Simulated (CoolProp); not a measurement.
A closed Brayton cycle with nitrogen: compressor inlet 333.15 K and 3.1 MPa, high pressure 9.37 MPa, turbine inlet 985 K, compressor efficiency 0.8, turbine efficiency 0.93, recuperator effectiveness 0.9 (on enthalpy, no pinch check). Each further row changes one setting.

The numbers come from the reference Helmholtz-energy equation of state, Span 2000 in CoolProp.

```tsv
case	thermal efficiency (%)	net work (kJ/kg)	compressor to turbine work	compressor exit (K)	turbine exit (K)
as stated	34.5	103	0.61	488.5	755.1
turbine inlet 935 K	31.8	89.2	0.65	488.5	714.9
compressor inlet 343.15 K	33.0	97.8	0.63	502.9	755.1
high pressure 7.96 MPa	35.5	95.8	0.59	462.4	785.6
recuperator effectiveness 0.5	24.8	103	0.61	488.5	755.1
```
